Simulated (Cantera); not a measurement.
Input (Python, Cantera) and output of one run.

```python
import numpy as np
import cantera as ct

gas_names = """
    CL CL2 H HCL H2 Si SiCL SiCL2 SiCL3 SiCL4 SiH SiHCL3 SiH2 SiH2CL2 SiH3 SiH3CL SiH4 Si2 Si3
""".split()
cond_names = """
    Si(cr) Si(L)
""".split()


# ... load() reads the species with a 1 bar reference pressure and builds the phases ...
atoms = {
    'Si': {'Si': 1},
    'HCl': {'H': 1, 'CL': 1},
    'H2': {'H': 2},
}
top_T = {}  # K; cautious upper limits of use, not melting points


# ... equilibrate(T, P, feed) seeds the gas with the atoms and calls Mixture.equilibrate('TP', solver="vcs", rtol=1e-11, max_steps=5000) ...
results = []
feed = {'Si': 1, 'HCl': 0.59, 'H2': 1.6}  # mol
T = 1100  # K
for P in [10000, 26000, 67000, 170000, 450000, 1200000, 3000000]:
    mix = equilibrate(T, P, feed)
    results.append((T, P, feed, dict(zip(mix.species_names, mix.species_moles))))

top = {s: max(r[3][s] / sum(r[3][g] for g in gas_names) for r in results) for s in gas_names}
cols = sorted((s for s in top if top[s] > 1e-05), key=lambda s: -top[s])[:8]
seen = [c for c in cond_names if any(r[3].get(c, 0) > 1e-12 for r in results)]
print("log10 of partial pressures in bar; condensed amounts in mol")
print(f"{'P/Pa':>10s}" + "".join(f"{s[:9]:>10s}" for s in cols + seen))
for T, P, feed, n in results:
    ng = sum(n[g] for g in gas_names)
    print(f"{P:10.4g}" + "".join(f"{np.log10(max(n[s] / ng * P / 1e5, 1e-99)):10.3f}" for s in cols)
          + "".join(f"{n.get(c, 0):10.4g}" for c in seen))
```

It prints:

```
log10 of partial pressures in bar; condensed amounts in mol
      P/Pa        H2    SiHCL3     SiCL4       HCL   SiH2CL2     SiCL3     SiCL2    SiH3CL    Si(cr)
     1e+04    -1.049    -2.776    -2.338    -2.442    -4.135    -3.504    -3.527    -6.070     0.857
   2.6e+04    -0.631    -2.258    -1.926    -2.130    -3.511    -3.195    -3.321    -5.341    0.8518
   6.7e+04    -0.219    -1.755    -1.530    -1.825    -2.901    -2.898    -3.123    -4.623    0.8464
   1.7e+05     0.187    -1.268    -1.152    -1.528    -2.306    -2.614    -2.933    -3.921    0.8408
   4.5e+05     0.610    -0.770    -0.769    -1.221    -1.692    -2.327    -2.742    -3.191    0.8344
   1.2e+06     1.036    -0.278    -0.397    -0.915    -1.080    -2.049    -2.556    -2.459    0.8274
     3e+06     1.433     0.170    -0.064    -0.633    -0.517    -1.799    -2.390    -1.780    0.8201
```

These are equilibrium values from Cantera (NASA tables, ideal gas, pure condensed phases), not measurements of a reactor. The tables' values for SiCl3 are old estimates; treat these amounts as uncertain. Gases not in the tables: Si2H6 and higher silanes.
